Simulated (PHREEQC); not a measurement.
Brine

Consider water at 25 °C with 2.7 mol LiBr, 1.1 mol Na2SO4 and 0.12 mol LiCl per kg of water. Closed to the air; pH follows from the charge balance.

Model: Pitzer model, pitzer.dat, run in PHREEQC.

```
Item                       Result
-------------------  ------------
ionic strength       6.12 mol/kgw
activity of water           0.816
density               1.259 g/cm³
osmotic coefficient         1.266
```

```
species  molality  activity   log γ
-------  --------  --------  ------
Li+          2.82      8.64   0.486
Br-          2.70      1.97  -0.136
Na+          2.20      3.19   0.161
SO4-2        1.10   0.00870  -2.102
Cl-         0.120    0.0738  -0.211
OH-       5.17e-7   7.85e-8  -0.818
HSO4-     4.83e-7   8.71e-8  -0.744
H+        3.35e-8   1.05e-7   0.496
```

No solid was allowed to form.
